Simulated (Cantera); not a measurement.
Charge: 1 mol SiH4, 0.014 mol C2H4, 250 mol H2, held at 1.00 bar.

Method: chemical equilibrium by Gibbs-energy minimisation in Cantera with the NASA 1993 tables (ideal gas, pure condensed phases). Candidate condensed phases: C, C6H6, C7H8, C8H18, Si, SiC; 87 gas species. Gases not in the tables: Si2H6 and higher silanes. Rates play no part.

Task: At 1975 °C, list the 5 most abundant gas species with their mole fractions, and the condensed phases.

Result: H2 0.991, H 0.00731, Si 0.000581, SiH2 0.000368, SiH 0.000234. Condensed: Si(l).
